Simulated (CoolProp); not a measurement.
Vapour pressure (bar) of ethanol: the reference equation beside estimates from Tc = 241.6 °C, pc = 62.68 bar, ω = 0.644. Clausius-Clapeyron is anchored at 143.25 °C with a constant enthalpy of vaporisation of 32.63 kJ/mol.

Values from CoolProp's reference Helmholtz-energy equation of state, Schroeder 2014.

```json
[
 {"T (°C)": "133.65", "reference": "6.357", "Lee-Kesler": "6.329", "Clausius-Clapeyron": "6.605", "Redlich-Kwong": "…", "Soave-Redlich-Kwong": "6.403"},
 {"T (°C)": "136.05", "reference": "6.794", "Lee-Kesler": "6.758", "Clausius-Clapeyron": "6.989", "Redlich-Kwong": "14.74", "Soave-Redlich-Kwong": "6.841"},
 {"T (°C)": "138.45", "reference": "7.255", "Lee-Kesler": "7.209", "Clausius-Clapeyron": "7.391", "Redlich-Kwong": "15.37", "Soave-Redlich-Kwong": "7.302"},
 {"T (°C)": "140.85", "reference": "7.740", "Lee-Kesler": "7.683", "Clausius-Clapeyron": "7.811", "Redlich-Kwong": "16.02", "Soave-Redlich-Kwong": "7.787"},
 {"T (°C)": "143.25", "reference": "8.250", "Lee-Kesler": "8.181", "Clausius-Clapeyron": "8.250", "Redlich-Kwong": "16.68", "Soave-Redlich-Kwong": "8.297"},
 {"T (°C)": "145.55", "reference": "8.763", "Lee-Kesler": "8.681", "Clausius-Clapeyron": "8.688", "Redlich-Kwong": "17.34", "Soave-Redlich-Kwong": "8.810"},
 {"T (°C)": "147.95", "reference": "9.324", "Lee-Kesler": "9.228", "Clausius-Clapeyron": "9.165", "Redlich-Kwong": "…", "Soave-Redlich-Kwong": "9.371"},
 {"T (°C)": "150.35", "reference": "9.913", "Lee-Kesler": "9.801", "Clausius-Clapeyron": "9.662", "Redlich-Kwong": "18.76", "Soave-Redlich-Kwong": "9.959"},
 {"T (°C)": "152.75", "reference": "10.53", "Lee-Kesler": "10.40", "Clausius-Clapeyron": "10.18", "Redlich-Kwong": "19.50", "Soave-Redlich-Kwong": "10.58"},
 {"T (°C)": "155.15", "reference": "11.18", "Lee-Kesler": "11.03", "Clausius-Clapeyron": "10.72", "Redlich-Kwong": "20.26", "Soave-Redlich-Kwong": "11.22"},
 {"T (°C)": "157.55", "reference": "11.85", "Lee-Kesler": "11.69", "Clausius-Clapeyron": "11.28", "Redlich-Kwong": "21.04", "Soave-Redlich-Kwong": "11.90"},
 {"T (°C)": "159.85", "reference": "12.53", "Lee-Kesler": "12.35", "Clausius-Clapeyron": "11.84", "Redlich-Kwong": "21.81", "Soave-Redlich-Kwong": "12.57"},
 {"T (°C)": "162.25", "reference": "13.27", "Lee-Kesler": "13.06", "Clausius-Clapeyron": "12.45", "Redlich-Kwong": "…", "Soave-Redlich-Kwong": "13.31"},
 {"T (°C)": "164.65", "reference": "14.04", "Lee-Kesler": "13.81", "Clausius-Clapeyron": "13.08", "Redlich-Kwong": "23.47", "Soave-Redlich-Kwong": "14.08"}
]
```

Complete the blanks.


- 133.65, Redlich-Kwong: 14.13
- 147.95, Redlich-Kwong: 18.04
- 162.25, Redlich-Kwong: 22.63

Absolute difference from the reference over all 14 rows, mean and median: Lee-Kesler 1.1 and 1.1 %, Clausius-Clapeyron 3.2 and 3.1 %, Redlich-Kwong 92.6 and 91.4 %, Soave-Redlich-Kwong 0.5 and 0.5 %.
